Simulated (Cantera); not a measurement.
A closed system holds: 1 mol Si, 4.3 mol F2, 93 mol N2, held at 1.90 mbar.

Method: chemical equilibrium by Gibbs-energy minimisation in Cantera with the NASA 1993 tables (ideal gas, pure condensed phases). Candidate condensed phases: Si, Si3N4; 16 gas species. Kinetics and transport are ignored.

Question: At 377 °C, list the 5 most abundant gas species with their mole fractions, and the condensed phases.

Answer: N2 0.968, F2 0.0142, SiF4 0.0104, NF3 0.00608, F 0.00134. Condensed: gas only.
